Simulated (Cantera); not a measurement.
Charge: 1 mol AlCl₃, 15 mol NH₃, 5.8 mol H₂, equilibrated at 4.10 mbar.

These are equilibrium values from Cantera (NASA tables, ideal gas, pure condensed phases), not measurements of a reactor. Candidate condensed phases: Al, AlCl₃, AlN, NH₄Cl; 20 gas species. Equilibrium is a limit: real reactors are often held back by kinetics, nucleation or transport.

Which condensed phases are stable at each of these points (T (K)): 1123, 1223, 1323, 1423, 1523, 1623, 1723, 1823, 1923, 2023, 2123, 2223?


```
T (K)  condensed phases  Al condensed (%)
-----  ----------------  ----------------
1123             AlN(s)              69.5
1223             AlN(s)              67.6
1323             AlN(s)              63.9
1423             AlN(s)              47.6
1523           gas only               0.0
1623           gas only               0.0
1723           gas only               0.0
1823           gas only               0.0
1923           gas only               0.0
2023           gas only               0.0
2123           gas only               0.0
2223           gas only               0.0
```

From 1123 K to 1423 K the condensed part is AlN(s). From 1523 K to 2223 K nothing is condensed.
